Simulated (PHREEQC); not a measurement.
Dissolve 0.0019 mol/kgw Cu(BF4)2 and 0.00032 mol/kgw HBF4 at 25 °C. Closed to the air; pH follows from the charge balance.

Equilibrium calculation in PHREEQC: ion-association model, phreeqc.dat.

No solid was allowed to form.

### Question
Order these B species by the share of B that they hold, largest first: H3BO3, BF4-, BF3OH-, BF2(OH)2-.

### Answer
BF4- (63 %), H3BO3 (25 %), BF3OH- (8.1 %), BF2(OH)2- (3.8 %)

The pH is 2.95 and the ionic strength 0.00682 mol/kgw. Complexes and solids missing from the database can't appear. Real BF4- forms and hydrolyses slowly; the run takes it at equilibrium.
